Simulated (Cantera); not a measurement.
A closed system holds: 1 mol n-butane, 0.022 mol NH3, 0.62 mol H2, held at 2450 K and 100000 Pa.

Equilibrium computed with Cantera from the NASA thermochemical tables; the gas is ideal and each condensed phase is pure. Candidate condensed phases: C, C6H6, C7H8, C8H18; 92 gas species. Equilibrium is a limit: real reactors are often held back by kinetics, nucleation or transport.

Base state: H2 0.969, H 0.0198, C2H2 (acetylene) 0.00845, HCN 0.00184, N2 0.000900, HNC 0.000203, CH4 0.000153, CH3 5.68e-5 (mole fractions); condensed: C(graphite).

Problem. What changes in the equilibrium state with this change: pressure from 100000 Pa to 36000 Pa?

Solution. 
```
species             before     after
----------------  --------  --------
H2                   0.969     0.956
H                   0.0198    0.0327
C2H2 (acetylene)   0.00845   0.00834
CH4               0.000153   5.36e-5
CH3                5.68e-5   3.34e-5
C2H                1.11e-5   1.84e-5
C4H2               3.04e-5   3.00e-5
HNC               0.000203  0.000201
C(graphite), mol      3.89      3.89
```
